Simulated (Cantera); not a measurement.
## Ignition delay

Mixture: 2.69 % C3H8, 15.0 % O2, 82.3 % N2, equivalence ratio 0.90, at 1.00 bar, adiabatic and at constant pressure. Ignition delay is the time to a rise of 400 K.

Computed with Cantera and GRI-Mech 3.0 (53 species, 325 reactions). GRI-Mech 3.0 was tuned for natural gas; its chemistry of propane as a main component is partial and can be far from experiment.

```csv
T0 (K),delay (ms)
1298,1.26
1348,0.578
1398,0.292
1448,0.162
1498,0.0977
1548,0.0634
```

```
Property                                                Result
--------------------------------------------------  ----------
apparent activation energy between 1448 and 1548 K  180 kJ/mol
```
